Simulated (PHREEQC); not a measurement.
Make-up at 25 °C: 0.0013 mol/kgw H2S, 0.095 mol/kgw NaCl and 0.0028 mol/kgw ZnCl2. Closed to the air; pH follows from the charge balance.

Model: ion-association model, wateq4f.dat, run in PHREEQC.

| quantity | before | after |
|---|---|---|
| pH | 3.05 | 4.00 |
| ionic strength (mol/kgw) | 0.102 | 0.103 |
| Zn+2 (mol/kgw) | 0.00203 | 0.00246 |
| Zn(HS)2 (mol/kgw) | 0.000543 | 6.13e-5 |
| H2S (mol/kgw) | 0.000215 | 7.41e-6 |
| SI of ZnS(a) (ZnS) | +1.46 | +1.97 |
| SI of Zincite(c) (ZnO) | -8.14 | -6.16 |

Problem. What was changed between the two runs?
(A) H2S from 0.0013 to 0.00013 mol/kgw
(B) NaCl left out
(C) diluted 2-fold with water
(D) temperature from 25 to 45 °C

Solution. A, H2S from 0.0013 to 0.00013 mol/kgw

Precipitation was switched off in this run. Some of these states are supersaturated (in ZnS(a), Sphalerite (slow to form), for instance).
